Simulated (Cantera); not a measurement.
An adiabatic, constant-pressure homogeneous reactor starts with H₂ : O₂ : N₂ : H₂O = 1 : 0.794 : 8.73 : 1.4 (molar parts), at 1475 K and 1.00 bar.

Cantera simulation using GRI-Mech 3.0 (53 species, 325 reactions); the numbers are that mechanism's predictions, not measurements.

One state of this run: T (K) = 2031; x H₂ = 0.000478; x O₂ = 0.0254; x H₂O = 0.208; x H = 4.41e-5; x NO₂ = 1.52e-8; x HO₂ = 9.48e-7; x NO = 2.68e-5. x: mole fraction; the columns are a selection and need not sum to one.

Question: Which value of t (s) does it belong to?
A. 0.00754
B. 1.00e-6
C. 3.05e-6
D. 0.00247

Answer: A, 0.00754
